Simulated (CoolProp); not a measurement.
Vapour-liquid equilibrium of nitrogen (1) + oxygen (2) at 0.0333 MPa; x and y are mole fractions of (1).

Values from CoolProp's multi-fluid Helmholtz-energy mixture model, Span 2000 and Schmidt 1985; pair parameters Gernert 2013.

```tsv
x	bubble temperature (K)	y at the bubble point	dew temperature at overall composition x (K)	liquid density (mol/L)
0.05	79.2	0.224	80.4	36.83
0.125	77.4	0.442	79.9	36.37
0.2	76.0	0.581	79.4	35.86
0.275	74.9	0.677	78.8	35.33
0.35	74.0	0.746	78.2	34.78
0.425	73.2	0.800	77.6	34.23
0.5	72.5	0.843	76.9	33.68
0.575	71.8	0.878	76.1	33.13
0.65	71.2	0.908	75.2	32.58
0.725	70.7	0.933	74.3	32.03
0.8	70.2	0.955	73.2	31.49
0.875	69.7	0.974	71.9	30.96
0.95	69.3	0.990	70.3	30.43
```

No azeotrope shows between x = 0.05 and 0.95.

The pair parameters rest on a limited set of measurements; away from them the model extrapolates.
